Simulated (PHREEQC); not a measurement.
Make-up at 30 °C: 0.0035 mol/kgw KH2PO4 and 0.00028 mol/kgw Na2HPO4. Closed to the air; pH follows from the charge balance.

Equilibrium calculation in PHREEQC: ion-association model, phreeqc.dat.

Precipitation was switched off in this run.

Estimate the pH, specific conductance.

pH 6.01; specific conductance 451 µS/cm.

In which forms is P present?

H2PO4- 93 %, HPO4-2 7.4 % of the P.
